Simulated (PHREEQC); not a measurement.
# Metal-bearing waste water

Make-up at 25 °C: 180 mmol/kgw ZnSO4 and 0.0855 mmol/kgw MgSO4. Closed to the air; pH follows from the charge balance.

Equilibrium calculation in PHREEQC: ion-association model, phreeqc.dat.

No solid was allowed to form.

Problem. Predict the pH.

Solution. pH 5.52.

Problem. In which forms is Zn present?

Solution. Zn+2 48 %, ZnSO4 36 %, Zn(SO4)2-2 16 % of the Zn.
